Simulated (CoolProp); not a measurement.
Saturated liquid density (kg/m³) of CH3F (R41): the reference equation beside estimates from Tc = 44.1 °C, pc = 5.906 MPa, ω = 0.200. Rackett uses Z = 0.29056 − 0.08775 ω.

Computed with CoolProp (reference Helmholtz-energy equation of state, Lemmon 2006). It is a short technical equation, of lower accuracy than the large ones.

```tsv
T (°C)	reference	Rackett	van der Waals	Redlich-Kwong	Soave-Redlich-Kwong	Peng-Robinson
-87.05	899.0	765.5	473.9	698.7	713.1	804.7
-82.35	889.4	757.5	469.2	690.6	705.7	796.7
-77.65	879.7	749.4	464.4	682.3	698.1	(withheld)
-72.95	(withheld)	(withheld)	459.5	673.8	690.2	780.0
-68.35	859.9	733.0	454.6	665.2	682.2	771.3
-63.65	849.6	(withheld)	449.4	656.1	673.8	762.1
-58.95	839.1	715.7	444.1	646.8	665.0	752.5
-54.25	828.4	706.9	438.7	637.2	655.9	742.6
-49.65	817.7	698.0	433.2	627.5	646.7	732.5
-44.95	806.5	688.7	427.5	617.3	636.9	721.7
-40.25	794.9	679.2	421.6	606.7	626.8	710.4
-35.55	783.1	669.5	415.5	595.8	616.2	698.6
-30.95	771.2	659.7	409.3	584.7	605.3	686.6
-26.25	758.6	649.4	402.8	573.0	593.8	673.7
-21.55	745.6	638.8	396.0	560.8	581.8	660.1
```

Question: Complete the blanks.

Answer: 
- -77.65, Peng-Robinson: 788.5
- -72.95, reference: 869.8
- -72.95, Rackett: 741.2
- -63.65, Rackett: 724.4

Absolute difference from the reference over all 15 rows, mean and median: Rackett 14.6 and 14.7 %, van der Waals 47.1 and 47.0 %, Redlich-Kwong 23.3 and 23.1 %, Soave-Redlich-Kwong 21.0 and 20.8 %, Peng-Robinson 10.6 and 10.4 %.
